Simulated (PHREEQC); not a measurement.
Synthetic water in mmol/kgw, 33 °C, pH 6.03, pe 2.4: Na 0.189; K 0.000599; Ca 0.0414; Mg 0.00685; Cl 0.0728; S(6) 0.0981; Alkalinity (meq/kgw) 0.0109; Fe(2) 0.000351; Li 0.000273; Si 0.00246.

Valence states are taken as typed.

All values are PHREEQC results (ion-association model, wateq4f.dat), not measurements.

```json
{
 "ionic_strength": "0.000427 mol/kgw",
 "charge_balance_error": "1.3 %"
}
```

```tsv
species	molality	activity	log γ
Na+	0.000189	0.000184	-0.010
SO4-2	9.71e-5	8.83e-5	-0.041
Cl-	7.28e-5	7.11e-5	-0.010
Ca+2	4.07e-5	3.70e-5	-0.041
CO2	2.24e-5	2.24e-5	0.000
HCO3-	1.18e-5	1.16e-5	-0.010
Mg+2	6.70e-6	6.09e-6	-0.041
H4SiO4	2.46e-6	2.46e-6	0.000
H+	9.55e-7	9.33e-7	-0.010
CaSO4	7.01e-7	7.01e-7	0.000
K+	5.99e-7	5.84e-7	-0.010
Fe+2	3.45e-7	3.14e-7	-0.041
Li+	2.73e-7	2.67e-7	-0.010
MgSO4	1.54e-7	1.54e-7	0.000
NaSO4-	8.78e-8	8.58e-8	-0.010
```

No solid was allowed to form. Complexes and solids missing from the database can't appear.
